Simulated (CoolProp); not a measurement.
Vapour-liquid equilibrium of R125 (1) + R115 (2) at 218.5 K; x and y are mole fractions of (1).

Values from CoolProp's multi-fluid Helmholtz-energy mixture model, Lemmon 2005 and Lemmon 2016; pair parameters Bell 2016.

| x | bubble pressure (kPa) | y at the bubble point | dew pressure at overall composition x (kPa) | liquid density (mol/L) |
|---|---|---|---|---|
| 0.05 | 52.98 | 0.135 | 49.76 | 10.44 |
| 0.125 | 58.97 | 0.275 | 52.58 | 10.57 |
| 0.2 | 63.58 | 0.372 | 55.65 | 10.70 |
| 0.275 | 67.15 | 0.446 | 58.97 | 10.85 |
| 0.35 | 69.92 | 0.505 | 62.50 | 11.00 |
| 0.425 | 72.07 | 0.556 | 66.14 | 11.17 |
| 0.5 | 73.72 | 0.601 | 69.69 | 11.34 |
| 0.575 | 74.95 | 0.645 | 72.81 | 11.52 |
| 0.65 | 75.80 | 0.689 | 75.07 | 11.72 |
| 0.725 | 76.24 | 0.736 | 76.17 | 11.93 |
| 0.8 | 76.22 | 0.789 | 76.16 | 12.15 |
| 0.875 | 75.60 | 0.853 | 75.27 | 12.38 |
| 0.95 | 74.17 | 0.933 | 73.79 | 12.63 |

y crosses x between x = 0.725 and 0.8: the model has an azeotrope there.

Pair parameters are fitted to limited data, so mixtures are less certain than the pure fluids.
